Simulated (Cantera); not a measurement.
A closed system holds: 1 mol CO, a varied amount of O2, at 925 K and 33.0 mbar.

Cantera equilibrium calculation (NASA polynomials, part measured and part estimated; ideal gas, pure solids and liquids). Candidate condensed phases: C; 12 gas species. Rates play no part.

Task: What share of the C ends up in condensed phases as a function of n(O2) (mol), at 0.0099, 0.011, 0.013, 0.015, 0.018, 0.021, 0.024, 0.028, 0.032, 0.037, 0.043, 0.05?

Result: 
| n(O2) (mol) | C condensed (%) | as |
|---|---|---|
| 0.0099 | 5.9 | C(graphite) |
| 0.011 | 5.7 | C(graphite) |
| 0.013 | 5.3 | C(graphite) |
| 0.015 | 4.9 | C(graphite) |
| 0.018 | 4.4 | C(graphite) |
| 0.021 | 3.8 | C(graphite) |
| 0.024 | 3.3 | C(graphite) |
| 0.028 | 2.5 | C(graphite) |
| 0.032 | 1.8 | C(graphite) |
| 0.037 | 0.9 | C(graphite) |
| 0.043 | 0.0 | - |
| 0.05 | 0.0 | - |
